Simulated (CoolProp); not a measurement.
Vapour-liquid equilibrium of toluene (1) + o-xylene (2) at 458.2 K; x and y are mole fractions of (1).

The numbers come from the multi-fluid Helmholtz-energy mixture model, Lemmon 2006 and Zhou 2012; pair parameters Bell 2016 in CoolProp.

Question: Give the bubble pressure and the first vapour's composition at x = 0.05, 0.35, 0.95. Is there an azeotrope?

Answer: x = 0.05: 0.2803 MPa, y = 0.093; x = 0.35: 0.3692 MPa, y = 0.515; x = 0.95: 0.5544 MPa, y = 0.973. No azeotrope shows between x = 0.05 and 0.95.

Pair parameters are fitted to limited data, so mixtures are less certain than the pure fluids.
